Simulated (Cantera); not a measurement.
Charge: 1 mol B2O3, 0.18 mol O2, 170 mol H2, at 1802 °C and 2.10 mbar.

Equilibrium computed with Cantera from the NASA thermochemical tables; the gas is ideal and each condensed phase is pure. The numbers say what is thermodynamically allowed, not how fast it happens.

```tsv
species	before	after
H2	0.928	0.977
H	0.0560	0.00832
HBO	0.00432	0.00635
BO	0.00353	0.000733
OH	3.10e-5	3.83e-6
BO2	2.44e-5	4.21e-6
B2O2	4.91e-5	0.000101
B2O3	0.000224	0.000383
HBO2	0.00293	0.00359
H2O	0.00450	0.00394
```
Gas species are given as mole fractions.

Q: What was changed between the two runs?
A. pressure from 2.10 mbar to 0.100 bar
B. H2 from 170 to 1 mol
C. H2 from 170 to 36 mol
D. temperature from 1802 °C to 525 °C

A: A, pressure from 2.10 mbar to 0.100 bar
